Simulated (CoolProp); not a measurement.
Vapour pressure (bar) of R236FA: the reference equation beside estimates from Tc = 398.1 K, pc = 31.91 bar, ω = 0.377. Clausius-Clapeyron is anchored at 293.4 K with a constant enthalpy of vaporisation of 22.50 kJ/mol.

Model: reference Helmholtz-energy equation of state, Pan 2012, in CoolProp.

```json
[
 {"T (K)": "282", "reference": "1.529", "Clausius-Clapeyron": "1.594", "van der Waals": "6.797", "Redlich-Kwong": "3.084", "Soave-Redlich-Kwong": "1.525", "Peng-Robinson": "1.523"},
 {"T (K)": "287.7", "reference": "1.890", "Clausius-Clapeyron": "1.927", "van der Waals": "7.514", "Redlich-Kwong": "3.633", "Soave-Redlich-Kwong": "1.889", "Peng-Robinson": "1.882"},
 {"T (K)": "293.4", "reference": "2.314", "Clausius-Clapeyron": "2.314", "van der Waals": "8.280", "Redlich-Kwong": "4.249", "Soave-Redlich-Kwong": "2.318", "Peng-Robinson": "2.303"},
 {"T (K)": "299.1", "reference": "2.807", "Clausius-Clapeyron": "2.758", "van der Waals": "9.093", "Redlich-Kwong": "4.936", "Soave-Redlich-Kwong": "2.818", "Peng-Robinson": "2.795"},
 {"T (K)": "304.8", "reference": "3.377", "Clausius-Clapeyron": "3.266", "van der Waals": "9.956", "Redlich-Kwong": "5.697", "Soave-Redlich-Kwong": "3.397", "Peng-Robinson": "3.364"},
 {"T (K)": "310.5", "reference": "4.032", "Clausius-Clapeyron": "3.845", "van der Waals": "10.87", "Redlich-Kwong": "6.537", "Soave-Redlich-Kwong": "4.064", "Peng-Robinson": "4.019"},
 {"T (K)": "316.2", "reference": "4.779", "Clausius-Clapeyron": "4.498", "van der Waals": "11.84", "Redlich-Kwong": "7.459", "Soave-Redlich-Kwong": "4.826", "Peng-Robinson": "4.768"},
 {"T (K)": "321.9", "reference": "5.627", "Clausius-Clapeyron": "5.234", "van der Waals": "12.85", "Redlich-Kwong": "8.467", "Soave-Redlich-Kwong": "5.692", "Peng-Robinson": "5.620"},
 {"T (K)": "327.6", "reference": "6.584", "Clausius-Clapeyron": "6.059", "van der Waals": "13.93", "Redlich-Kwong": "9.565", "Soave-Redlich-Kwong": "6.670", "Peng-Robinson": "6.583"},
 {"T (K)": "333.3", "reference": "7.660", "Clausius-Clapeyron": "6.978", "van der Waals": "15.05", "Redlich-Kwong": "10.76", "Soave-Redlich-Kwong": "7.771", "Peng-Robinson": "7.667"},
 {"T (K)": "339", "reference": "8.864", "Clausius-Clapeyron": "7.998", "van der Waals": "16.23", "Redlich-Kwong": "12.05", "Soave-Redlich-Kwong": "9.002", "Peng-Robinson": "8.882"},
 {"T (K)": "344.7", "reference": "10.20", "Clausius-Clapeyron": "9.127", "van der Waals": "17.47", "Redlich-Kwong": "13.43", "Soave-Redlich-Kwong": "10.37", "Peng-Robinson": "10.24"},
 {"T (K)": "350.4", "reference": "11.69", "Clausius-Clapeyron": "10.37", "van der Waals": "18.76", "Redlich-Kwong": "14.93", "Soave-Redlich-Kwong": "11.90", "Peng-Robinson": "11.74"},
 {"T (K)": "356", "reference": "13.31", "Clausius-Clapeyron": "11.71", "van der Waals": "20.09", "Redlich-Kwong": "16.50", "Soave-Redlich-Kwong": "13.55", "Peng-Robinson": "13.38"}
]
```

Absolute difference from the reference over all 14 rows, mean and median: Clausius-Clapeyron 6.4 and 6.4 %, van der Waals 159.9 and 138.1 %, Redlich-Kwong 56.8 and 53.3 %, Soave-Redlich-Kwong 1.0 and 1.1 %, Peng-Robinson 0.3 and 0.4 %.
